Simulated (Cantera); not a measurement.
Feed: 1 mol PH3, 3 mol O2, 3.7 mol H2, held at 0.000180 bar.

Method: chemical equilibrium by Gibbs-energy minimisation in Cantera with the NASA 1993 tables (ideal gas, pure condensed phases). Candidate condensed phases: H2O, P, P4O10; 17 gas species. Gases not in the tables: HPO2, HPO3 and P4O6. Rates play no part. All values below are at 2175 K.

Base state: H2O 0.428, H2 0.173, H 0.151, PO2 0.101, OH 0.0502, PO 0.0335, O2 0.0322, O 0.0308 (mole fractions); condensed: gas only.

Problem. What changes in the equilibrium state with this change: H2 from 3.7 to 1.5 mol?

Solution. 
```csv
species,before,after
H2O,0.428,0.385
PO2,0.101,0.156
O2,0.0322,0.123
H2,0.173,0.0795
O,0.0308,0.0603
H,0.151,0.103
OH,0.0502,0.0667
PO,0.0335,0.0265
P,1.78e-5,7.16e-6
```
